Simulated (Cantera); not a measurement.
Charge: 1 mol CaF2, 0.95 mol H2, at 1775 K and 0.00143 Torr.

Method: chemical equilibrium by Gibbs-energy minimisation in Cantera with the NASA 1993 tables (ideal gas, pure condensed phases). Candidate condensed phases: Ca, CaF2; 15 gas species. Rates play no part.

Base state: CaF2 0.310, H2 0.271, HF 0.181, H 0.109, CaF 0.0758, Ca 0.0525, F 1.07e-5 (mole fractions); condensed: gas only.

What changes in the equilibrium state with this change: CaF2 replaced by NaCl?


```tsv
species	before	after
H2	0.271	0.271
NaCl	0	0.225
Na	0	0.197
CaF2	0.310	0
HF	0.181	0
HCl	0	0.151
CaF	0.0758	0
Ca	0.0525	0
Cl	0	0.0466
H	0.109	0.109
F	1.07e-5	0
```
Further candidate phases: Na, NaCl.
